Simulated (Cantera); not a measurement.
An isothermal, constant-pressure homogeneous reactor starts with 7.14 % CH4, 92.9 % H2O, at 1250 K and 435 Torr.

Cantera simulation using GRI-Mech 3.0 (53 species, 325 reactions); the numbers are that mechanism's predictions, not measurements.

Predict: x(CH4) at 60.0 s; x(H2O) at 60.0 s; x(CH2CO) at 60.0 s; x(C2H6) at 60.0 s; x(CO) at 60.0 s.


- x(CH4) at 60.0 s = 0.0602 (gas-phase equilibrium 1.93e-8)
- x(H2O) at 60.0 s = 0.917 (gas-phase equilibrium 0.708)
- x(CH2CO) at 60.0 s = 5.89e-6 (gas-phase equilibrium <1e-12)
- x(C2H6) at 60.0 s = 3.22e-5 (gas-phase equilibrium <1e-12)
- x(CO) at 60.0 s = 0.000510 (gas-phase equilibrium 0.0210)
